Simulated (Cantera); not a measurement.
An isothermal, constant-pressure homogeneous reactor starts with 34.5 % CH4, 65.5 % H2, at 1750 K and 0.975 Torr.

Model: GRI-Mech 3.0 (53 species, 325 reactions), integrated in Cantera. GRI-Mech 3.0 stops at C3 and has no aromatics, soot or wall deposition, so with more carbon than oxygen in the feed, carbon stays in small species such as C2H2 where larger ones or solid carbon would form. Radical loss at walls, strong at low pressure, is not modelled.

x: mole fraction; the columns are a selection and need not sum to one.

| t (s) | x CH4 | x H2 | x C2H2 | x H | x CH2 | x C2H |
|---|---|---|---|---|---|---|
| 5.00e-5 | 0.345 | 0.655 | <1e-12 | 8.44e-7 | <1e-12 | <1e-12 |
| 0.000152 | 0.345 | 0.655 | <1e-12 | ___ | 1.55e-12 | <1e-12 |
| 0.000465 | 0.345 | 0.655 | <1e-12 | 2.97e-6 | 2.75e-11 | <1e-12 |
| 0.00142 | 0.345 | 0.655 | 1.15e-11 | 6.80e-6 | 4.04e-10 | <1e-12 |
| 0.00432 | 0.345 | 0.655 | 1.45e-9 | 1.85e-5 | 4.61e-9 | <1e-12 |
| 0.0132 | 0.344 | 0.655 | 1.57e-7 | 5.43e-5 | 4.43e-8 | <1e-12 |
| 0.0402 | 0.342 | 0.656 | 1.84e-5 | 0.000167 | 3.81e-7 | 3.31e-11 |
| 0.122 | 0.323 | 0.665 | 0.00240 | 0.000583 | 2.92e-6 | 1.48e-8 |
| 0.373 | 0.180 | 0.753 | 0.0545 | 0.00133 | 5.51e-6 | 6.78e-7 |
| 1.14 | 0.0654 | 0.828 | 0.102 | 0.00164 | 3.35e-6 | 1.42e-6 |
| 3.47 | 0.0175 | 0.858 | 0.121 | 0.00223 | 2.03e-6 | 2.22e-6 |
| 10.6 | 0.00266 | 0.866 | 0.127 | 0.00388 | 1.08e-6 | 3.99e-6 |
| 32.3 | 0.000290 | 0.866 | 0.128 | 0.00586 | 2.87e-7 | 6.08e-6 |
| 98.4 | 6.67e-5 | 0.866 | 0.128 | 0.00604 | 7.06e-8 | 6.27e-6 |
| 300 | ___ | 0.866 | 0.128 | 0.00605 | ___ | 6.27e-6 |

Question: Complete the blanks.

Answer: 
- 0.000152, x H: 1.64e-6
- 300, x CH4: 3.35e-5
- 300, x CH2: 3.57e-8
